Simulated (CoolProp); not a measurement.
Saturation properties of carbonyl sulfide.

The numbers come from the reference Helmholtz-energy equation of state, Lemmon 2006 in CoolProp. It is a short technical equation, of lower accuracy than the large ones.

```tsv
T (K)	p (MPa)	liquid density (kg/m³)	liquid cp (kJ/(kg K))	vapour Z
238.5	0.1974	1140	1.202	0.9546
243.6	0.2408	1129	1.210	0.9479
248.8	0.2922	1117	1.219	0.9404
253.9	0.3503	1105	1.229	0.9325
259	0.4166	1093	1.240	0.9239
264.2	0.4936	1081	1.252	0.9145
269.3	0.5790	1068	1.266	0.9046
274.5	0.6768	1055	1.280	0.8937
279.6	0.7841	1042	1.296	0.8824
284.7	0.9034	1028	1.314	0.8704
```

It boils at 223.0 K under 1 atm.
